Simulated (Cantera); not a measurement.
A freely propagating, adiabatic, planar premixed flame of CH₄ : O₂ : N₂ = 1 : 2.15 : 8.09 (molar parts), equivalence ratio 0.93, unburnt at 498 K and 7.20 bar; mixture-averaged transport, grid criteria slope 0.08 and curve 0.16, no radiation.

Detailed kinetics in Cantera: GRI-Mech 3.0 (53 species, 325 reactions). Burning velocities carry a grid error of a few per cent, more on coarse grids.

Problem. Predict: laminar burning velocity; thermal thickness; peak x(C₂H₂); peak x(CO).

Solution. 
```
Item                          Value
------------------------  ---------
laminar burning velocity  39.5 cm/s
thermal thickness         0.0945 mm
peak x(C₂H₂)               0.000144
peak x(CO)                   0.0335
```
